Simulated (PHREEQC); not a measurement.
Dissolve 0.06 mol CuSO4, 0.00012 mol H3AsO4 and 0.0014 mol NaF per kg of water at 35 °C. Closed to the air; pH follows from the charge balance.

Computed with PHREEQC (ion-association model, wateq4f.dat).

Precipitation was switched off in this run.

Task: What pH, ionic strength does the model give?

Result: pH 4.39; ionic strength 0.132 mol/kgw.

Task: In which forms is Na present?

Result: Na+ 95 %, NaSO4- 5.4 % of the Na.

The database has no arsenate complexes of Cu.
